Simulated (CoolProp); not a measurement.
Properties of n-hexane along the isotherm 303.25 °C.

The numbers come from the reference Helmholtz-energy equation of state, Thol 2019 in CoolProp.

| p (MPa) | phase | cp (kJ/(kg K)) | Joule-Thomson coefficient (K/MPa) |
|---|---|---|---|
| 1.9 | gas | 2.964 | ___ |
| 3.81 | supercritical | 3.358 | 7.679 |
| 5.71 | supercritical | ___ | 6.669 |
| 7.61 | supercritical | 3.923 | 3.130 |
| 9.51 | supercritical | 3.670 | 1.653 |
| 11.4 | supercritical | ___ | 1.022 |
| 13.3 | supercritical | 3.451 | ___ |
| 15.2 | supercritical | 3.396 | ___ |

Question: Fill in the missing entries.

Answer: 
- 1.9, Joule-Thomson coefficient (K/MPa): 6.277
- 5.71, cp (kJ/(kg K)): 4.096
- 11.4, cp (kJ/(kg K)): 3.534
- 13.3, Joule-Thomson coefficient (K/MPa): 0.6803
- 15.2, Joule-Thomson coefficient (K/MPa): 0.4685
